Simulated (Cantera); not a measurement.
# Low-pressure radical oxidation in H2/O2

An isothermal, constant-pressure homogeneous reactor starts with 7.56 % H2, 28.0 % O2, 64.4 % N2, at 973 K and 2670 Pa.

Model: GRI-Mech 3.0 (53 species, 325 reactions), integrated in Cantera. Radical loss at walls, strong at low pressure, is not modelled. The temperature is held fixed by assumption; the heat of reaction is taken as removed at once.

| t (s) | x H2 | x O2 | x NO | x H | x H2O | x H2O2 | x N2O |
|---|---|---|---|---|---|---|---|
| 4.00e-6 | 0.0756 | 0.280 | <1e-12 | <1e-12 | <1e-12 | <1e-12 | <1e-12 |
| 1.75e-5 | 0.0756 | 0.280 | <1e-12 | 3.27e-12 | <1e-12 | <1e-12 | <1e-12 |
| 7.61e-5 | 0.0756 | 0.280 | <1e-12 | 1.38e-11 | <1e-12 | <1e-12 | <1e-12 |
| 0.000332 | 0.0756 | 0.280 | <1e-12 | 7.82e-11 | 4.31e-11 | <1e-12 | <1e-12 |
| 0.00145 | 0.0756 | 0.280 | <1e-12 | 4.53e-9 | 6.53e-9 | <1e-12 | <1e-12 |
| 0.00632 | 0.0422 | 0.265 | 1.21e-8 | 0.0161 | 0.0246 | 2.13e-7 | 1.89e-10 |
| 0.0276 | 0.000488 | 0.251 | 5.00e-7 | 0.000525 | 0.0775 | 2.31e-7 | 4.49e-9 |
| 0.120 | 1.96e-5 | 0.252 | 5.00e-7 | 2.50e-6 | 0.0785 | 1.09e-7 | 5.57e-9 |
| 0.525 | 9.49e-7 | 0.252 | 4.96e-7 | 4.45e-8 | 0.0786 | 3.02e-8 | 5.79e-9 |
| 2.29 | 6.60e-8 | 0.252 | 4.97e-7 | 1.87e-9 | 0.0786 | 7.52e-9 | 5.87e-9 |
| 10.0 | 9.14e-9 | 0.252 | 4.99e-7 | 1.33e-10 | 0.0786 | 1.90e-9 | 5.93e-9 |
x: mole fraction; the columns are a selection and need not sum to one.

Equilibrium at this temperature and pressure: H2 3.69e-11, O2 0.252, NO 2.34e-5, H <1e-12, H2O 0.0786, H2O2 1.27e-11, N2O 2.98e-10 (gas phase only).
